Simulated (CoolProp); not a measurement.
Values from CoolProp's reference Helmholtz-energy equation of state, Penoncello 2003.

Task: Give the vapour pressure (MPa), vapour density (kg/m³), liquid viscosity (µPa s), liquid conductivity (mW/(m K)) of saturated CHF3 (R23) at 206.3 K.

Result: 
```tsv
T (K)	p (MPa)	vapour density (kg/m³)	liquid viscosity (µPa s)	liquid conductivity (mW/(m K))
206.3	0.226	9.95	241	123
```

Viscosity comes from a separate model (Shan 2000). Thermal conductivity comes from a separate model (Shan 2000).
